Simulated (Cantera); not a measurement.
Moist CO burnout

An isothermal, constant-pressure homogeneous reactor starts with CO : O₂ : H₂O : N₂ = 0.016 : 0.025 : 0.00022 : 1 (molar parts), equivalence ratio 0.32, at 1398 K and 0.132 atm.

Model: GRI-Mech 3.0 (53 species, 325 reactions), integrated in Cantera.

| t (s) | x CO | x O₂ | x H₂O | x O | x NO₂ |
|---|---|---|---|---|---|
| 3.00e-5 | 0.0154 | 0.0240 | 0.000211 | 1.07e-9 | <1e-12 |
| 0.000160 | 0.0154 | 0.0240 | 0.000211 | 5.71e-9 | <1e-12 |
| 0.000857 | 0.0154 | 0.0240 | 0.000211 | 3.07e-8 | <1e-12 |
| 0.00458 | 0.0154 | 0.0240 | 0.000211 | 2.23e-7 | <1e-12 |
| 0.0245 | 0.0152 | 0.0239 | 0.000206 | 0.000122 | <1e-12 |
| 0.131 | 0.00415 | 0.0165 | 3.11e-5 | 0.00404 | 1.97e-9 |
| 0.700 | 0.000282 | 0.0165 | 0.000191 | 0.000227 | 6.48e-9 |
| 3.74 | 1.06e-5 | 0.0164 | 0.000210 | 8.72e-6 | 1.45e-8 |
| 20.0 | 7.00e-7 | 0.0164 | 0.000212 | 6.52e-7 | 1.05e-8 |
x: mole fraction; the columns are a selection and need not sum to one.

Equilibrium at this temperature and pressure: CO 3.16e-7, O₂ 0.0163, H₂O 0.000212, O 3.23e-7, NO₂ 1.69e-7 (gas phase only).
